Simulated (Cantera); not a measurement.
Input: 1 mol LiOH, 1.5 mol H₂, 0.011 mol O₂, equilibrated at 13300 Pa.

Method: chemical equilibrium by Gibbs-energy minimisation in Cantera with the NASA 1993 tables (ideal gas, pure condensed phases). Candidate condensed phases: H₂O, Li, LiH, LiOH, Li₂O; 17 gas species. Kinetics and transport are ignored.

log p: log10 of the partial pressure in bar; n: condensed amount in mol.

```json
[
 {"T (K)": "1150", "log p H₂": "-1.01", "log p H₂O": "-1.46", "log p LiOH": "-4.14", "log p Li": "-7.65", "log p Li₂O": "(withheld)", "n Li₂O(s)": "0.499"},
 {"T (K)": "1225", "log p H₂": "-1.01", "log p H₂O": "-1.46", "log p LiOH": "-3.64", "log p Li": "-6.75", "log p Li₂O": "(withheld)", "n Li₂O(s)": "0.498"},
 {"T (K)": "1300", "log p H₂": "-1.01", "log p H₂O": "-1.46", "log p LiOH": "-3.20", "log p Li": "-5.95", "log p Li₂O": "(withheld)", "n Li₂O(s)": "0.495"},
 {"T (K)": "1375", "log p H₂": "-1.01", "log p H₂O": "-1.47", "log p LiOH": "-2.81", "log p Li": "-5.24", "log p Li₂O": "(withheld)", "n Li₂O(s)": "0.488"},
 {"T (K)": "1450", "log p H₂": "-1.01", "log p H₂O": "-1.49", "log p LiOH": "-2.47", "log p Li": "-4.60", "log p Li₂O": "(withheld)", "n Li₂O(s)": "0.474"},
 {"T (K)": "1525", "log p H₂": "-1.02", "log p H₂O": "-1.52", "log p LiOH": "-2.17", "log p Li": "-4.02", "log p Li₂O": "(withheld)", "n Li₂O(s)": "0.446"},
 {"T (K)": "1600", "log p H₂": "-1.03", "log p H₂O": "-1.57", "log p LiOH": "-1.91", "log p Li": "-3.49", "log p Li₂O": "(withheld)", "n Li₂O(s)": "0.400"},
 {"T (K)": "1675", "log p H₂": "-1.05", "log p H₂O": "-1.65", "log p LiOH": "-1.70", "log p Li": "-3.00", "log p Li₂O": "(withheld)", "n Li₂O(s)": "0.326"},
 {"T (K)": "1750", "log p H₂": "-1.08", "log p H₂O": "-1.77", "log p LiOH": "-1.53", "log p Li": "-2.53", "log p Li₂O": "(withheld)", "n Li₂O(s)": "0.214"}
]
```

Problem. Complete the blanks.

Solution. 
- 1150, log p Li₂O: -10.03
- 1225, log p Li₂O: -8.88
- 1300, log p Li₂O: -7.87
- 1375, log p Li₂O: -6.97
- 1450, log p Li₂O: -6.17
- 1525, log p Li₂O: -5.46
- 1600, log p Li₂O: -4.81
- 1675, log p Li₂O: -4.23
- 1750, log p Li₂O: -3.70
